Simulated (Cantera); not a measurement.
A perfectly stirred reactor is fed with H2 : O2 : N2 = 1 : 0.962 : 3.62 (molar parts), equivalence ratio 0.52, at 100000 Pa; it is adiabatic with a 675 K inlet, and is followed from long to short residence time, starting on the burning branch (τ in s: 0.11, 0.057, 0.029, 0.014, 0.0072, 0.0036, 0.0018, 0.00091, 0.00046, 0.00023, 0.00011, 5.8e-05, 2.9e-05).

Model: the H2/O2 subset of GRI-Mech 3.0, which has no nitrogen chemistry, integrated in Cantera.

**Question.** Predict: blow-out, bracketed by the residence times tried; x(H2) at τ = 0.110 s; x(O2) at τ = 0.110 s; x(H2O2) at τ = 0.110 s; x(H) at τ = 0.110 s; x(H2O) at τ = 0.110 s; x(H2) at τ = 1.80 ms; x(O2) at τ = 1.80 ms; x(H2O2) at τ = 1.80 ms; x(H) at τ = 1.80 ms; x(H2O) at τ = 1.80 ms.

**Answer.** 
```
Item                                                                               Value
------------------------------------------------  --------------------------------------
blow-out, bracketed by the residence times tried  burning at 29.0 µs, the shortest tried
x(H2) at τ = 0.110 s                                                            0.000290
x(O2) at τ = 0.110 s                                                              0.0901
x(H2O2) at τ = 0.110 s                                                           1.16e-7
x(H) at τ = 0.110 s                                                              4.01e-5
x(H2O) at τ = 0.110 s                                                              0.195
x(H2) at τ = 1.80 ms                                                             0.00297
x(O2) at τ = 1.80 ms                                                              0.0888
x(H2O2) at τ = 1.80 ms                                                           3.58e-7
x(H) at τ = 1.80 ms                                                              0.00134
x(H2O) at τ = 1.80 ms                                                              0.188
```
